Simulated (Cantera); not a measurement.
Mixture: CO : H2 : O2 : N2 : H2O = 1 : 0.45 : 0.426 : 1.6 : 0.073 (molar parts), at 18.0 bar, adiabatic and at constant volume. Ignition delay is the time to a rise of 400 K.

Cantera simulation using GRI-Mech 3.0 (53 species, 325 reactions); the numbers are that mechanism's predictions, not measurements. The hydrogen kinetics of GRI-Mech 3.0 are dated; newer H2 mechanisms differ, most at raised pressure. The pressure lies above the range GRI-Mech 3.0 was tuned for (to about 10 atm).

Question: What does this change do: O2 0.426 to 0.24 parts?

Answer: 
```json
[
 {"quantity": "delay at 1023 K", "before": "1.39 ms", "after": "1.44 ms"},
 {"quantity": "delay at 1123 K", "before": "0.190 ms", "after": "0.205 ms"},
 {"quantity": "delay at 1223 K", "before": "31.4 µs", "after": "35.1 µs"},
 {"quantity": "delay at 1323 K", "before": "6.27 µs", "after": "7.75 µs"},
 {"quantity": "delay at 1423 K", "before": "2.23 µs", "after": "2.99 µs"},
 {"quantity": "apparent activation energy between 1323 and 1423 K", "before": "160 kJ/mol", "after": "150 kJ/mol"}
]
```
